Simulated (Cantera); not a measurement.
A Cantera script and what it prints.

```python
import numpy as np
import cantera as ct

gas_names = """
    C CN CO CO2 C2 CCN CNC C2N2 C2O C3 C3O2 C4 C4N2 C5 Fe FeC5O5 FeO N NCO NO NO2 NO3 N2 N2O O O2 O3
""".split()
cond_names = """
    C(gr) Fe(a) Fe(c) Fe(d) Fe(L) FeC5O5(L) FeO(s) FeO(L) Fe2O3(s) Fe3O4(s)
""".split()


# ... load() reads the species with a 1 bar reference pressure and builds the phases ...
atoms = {
    'Fe2O3': {'Fe': 2, 'O': 3},
    'CO': {'C': 1, 'O': 1},
    'N2': {'N': 2},
}
top_T = {'C(gr)': 4500, 'Fe2O3(s)': 1830, 'Fe3O4(s)': 1870}  # K; cautious upper limits of use, not melting points


# ... equilibrate(T, P, feed) seeds the gas with the atoms and calls Mixture.equilibrate('TP', solver="vcs", rtol=1e-11, max_steps=5000) ...
results = []
feed = {'Fe2O3': 1, 'CO': 14, 'N2': 0.3}  # mol
P = 101325  # Pa
for T in [1373, 1573, 1773, 1973, 2173, 2373, 2573]:
    mix = equilibrate(T, P, feed)
    results.append((T, P, feed, dict(zip(mix.species_names, mix.species_moles))))

top = {s: max(r[3][s] / sum(r[3][g] for g in gas_names) for r in results) for s in gas_names}
cols = sorted((s for s in top if top[s] > 0.0001), key=lambda s: -top[s])[:8]
seen = [c for c in cond_names if any(r[3].get(c, 0) > 1e-12 for r in results)]
print("log10 of partial pressures in bar; condensed amounts in mol")
print(f"{'T/K':>10s}" + "".join(f"{s[:9]:>10s}" for s in cols + seen))
for T, P, feed, n in results:
    ng = sum(n[g] for g in gas_names)
    print(f"{T:10.4g}" + "".join(f"{np.log10(max(n[s] / ng * P / 1e5, 1e-99)):10.3f}" for s in cols)
          + "".join(f"{n.get(c, 0):10.4g}" for c in seen))
```

Result:

```
log10 of partial pressures in bar; condensed amounts in mol
       T/K        CO       CO2        Fe        N2       FeO         O     Fe(c)     Fe(d)     Fe(L)    FeO(s)    FeO(L)
      1373    -0.074    -0.828    -8.108    -1.672   -11.207   -13.179     1.096         0         0    0.9036         0
      1573    -0.066    -0.876    -6.182    -1.672    -8.800   -10.649    0.8762         0         0     1.124         0
      1773    -0.054    -0.962    -4.704    -1.673    -7.010    -8.745         0    0.5402         0         0      1.46
      1973    -0.047    -1.029    -3.572    -1.673    -5.631    -7.226         0         0    0.3182         0     1.678
      2173    -0.043    -1.077    -2.666    -1.673    -4.520    -5.980         0         0    0.1529         0     1.816
      2373    -0.046    -1.091    -1.954    -1.678    -3.608    -4.912         0         0         0         0     1.838
      2573    -0.067    -0.996    -1.485    -1.688    -2.848    -3.886         0         0         0         0     1.501
```

These are equilibrium values from Cantera (NASA tables, ideal gas, pure condensed phases), not measurements of a reactor. Each liquid is taken as pure. Mutual solubility and eutectic melting of coexisting phases are not modelled. The tables' stoichiometric FeO is somewhat more stable than real wüstite, so its field is too wide. FeO: taken at fixed stoichiometry.
